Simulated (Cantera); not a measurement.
An adiabatic, constant-volume homogeneous reactor starts with 3.13 % CH₄, 15.7 % O₂, 58.9 % N₂, 22.3 % H₂O, at 1723 K and 10.0 bar.

Model: GRI-Mech 3.0 (53 species, 325 reactions), integrated in Cantera.

One state of this run: T (K) = 2402; P (bar) = 14.0; x CH₄ = <1e-12; x O₂ = 0.0870; x H₂O = 0.280; x N₂O = 1.90e-6; x H₂ = 0.000928; x NO₂ = 2.54e-5; x C₂H₄ = <1e-12. x: mole fraction; the columns are a selection and need not sum to one.

**Question.** Which value of t (s) does it belong to?
A) 1.07e-5
B) 1.00e-6
C) 3.51e-5
D) 0.466

**Answer.** D, 0.466
